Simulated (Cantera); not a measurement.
Thermodynamics of hydrogen reduction and annealing atmospheres, feed Cr2O3 + H2 + N2

Charge: 1 mol Cr2O3, 53 mol H2, a varied amount of N2, equilibrated at 923 K and 150 Pa.

These are equilibrium values from Cantera (NASA tables, ideal gas, pure condensed phases), not measurements of a reactor. Candidate condensed phases: Cr, CrN, Cr2N, Cr2O3, H2O; 29 gas species. Rates play no part.

```json
[
 {"n(N2) (mol)": "4.6", "log p H2": "-2.86", "log p N2": "-3.92", "log p H2O": "-8.08", "log p NH3": "-9.25", "log p H": "-11.04", "n Cr2N(s)": "0.000106", "n Cr2O3(s)": "1.000", "n CrN(s)": "0"},
 {"n(N2) (mol)": "5.6", "log p H2": "-2.87", "log p N2": "-3.84", "log p H2O": "-8.08", "log p NH3": "-9.22", "log p H": "-11.05", "n Cr2N(s)": "0.000109", "n Cr2O3(s)": "1.000", "n CrN(s)": "0"},
 {"n(N2) (mol)": "6.9", "log p H2": "-2.88", "log p N2": "-3.76", "log p H2O": "-8.06", "log p NH3": "-9.19", "log p H": "-11.05", "n Cr2N(s)": "0", "n Cr2O3(s)": "1.000", "n CrN(s)": "0.000231"},
 {"n(N2) (mol)": "8.5", "log p H2": "-2.89", "log p N2": "-3.68", "log p H2O": "-8.05", "log p NH3": "-9.17", "log p H": "-11.06", "n Cr2N(s)": "0", "n Cr2O3(s)": "1.000", "n CrN(s)": "0.000246"},
 {"n(N2) (mol)": "11", "log p H2": "-2.91", "log p N2": "-3.59", "log p H2O": "-8.03", "log p NH3": "-9.15", "log p H": "-11.06", "n Cr2N(s)": "0", "n Cr2O3(s)": "1.000", "n CrN(s)": "0.000264"},
 {"n(N2) (mol)": "13", "log p H2": "-2.92", "log p N2": "-3.53", "log p H2O": "-8.03", "log p NH3": "-9.14", "log p H": "-11.07", "n Cr2N(s)": "0", "n Cr2O3(s)": "1.000", "n CrN(s)": "0.000277"},
 {"n(N2) (mol)": "16", "log p H2": "-2.94", "log p N2": "-3.46", "log p H2O": "-8.02", "log p NH3": "-9.13", "log p H": "-11.08", "n Cr2N(s)": "0", "n Cr2O3(s)": "1.000", "n CrN(s)": "0.000292"},
 {"n(N2) (mol)": "20", "log p H2": "-2.96", "log p N2": "-3.39", "log p H2O": "-8.02", "log p NH3": "-9.13", "log p H": "-11.09", "n Cr2N(s)": "0", "n Cr2O3(s)": "1.000", "n CrN(s)": "0.000309"},
 {"n(N2) (mol)": "24", "log p H2": "-2.99", "log p N2": "-3.33", "log p H2O": "-8.03", "log p NH3": "-9.14", "log p H": "-11.10", "n Cr2N(s)": "0", "n Cr2O3(s)": "1.000", "n CrN(s)": "0.000322"},
 {"n(N2) (mol)": "30", "log p H2": "-3.02", "log p N2": "-3.27", "log p H2O": "-8.04", "log p NH3": "-9.16", "log p H": "-11.12", "n Cr2N(s)": "0", "n Cr2O3(s)": "1.000", "n CrN(s)": "0.000339"},
 {"n(N2) (mol)": "37", "log p H2": "-3.05", "log p N2": "-3.21", "log p H2O": "-8.05", "log p NH3": "-9.18", "log p H": "-11.14", "n Cr2N(s)": "0", "n Cr2O3(s)": "1.000", "n CrN(s)": "0.000354"}
]
```
log p: log10 of the partial pressure in bar; n: condensed amount in mol.

From 4.6 mol N2 to 5.6 mol N2 the condensed part is Cr2N(s) + Cr2O3(s). From 6.9 mol N2 to 37 mol N2 the condensed part is CrN(s) + Cr2O3(s).
